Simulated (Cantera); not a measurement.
A closed system holds: 1 mol SiHCl3, 0.23 mol C2H4, 1400 mol H2, held at 360 Torr.

These are equilibrium values from Cantera (NASA tables, ideal gas, pure condensed phases), not measurements of a reactor. Candidate condensed phases: C, C6H6, C7H8, C8H18, Si, SiC; 109 gas species. Mutual solubility and eutectic melting of coexisting phases are not modelled. The numbers say what is thermodynamically allowed, not how fast it happens. All values below are at 1175 °C.

Base state: H2 0.998, HCl 0.00211, SiCl2 1.37e-5, H 1.33e-5 (mole fractions); condensed: Si(s) + SiC(s).

**Question.** What changes in the equilibrium state with this change: SiHCl3 replaced by SiCl4?

**Answer.** 
```
species       before    after
-----------  -------  -------
H2             0.998    0.997
HCl          0.00211  0.00280
SiCl2        1.37e-5  2.42e-5
H            1.33e-5  1.33e-5
Si(s), mol     0.531    0.515
SiC(s), mol    0.447    0.447
```
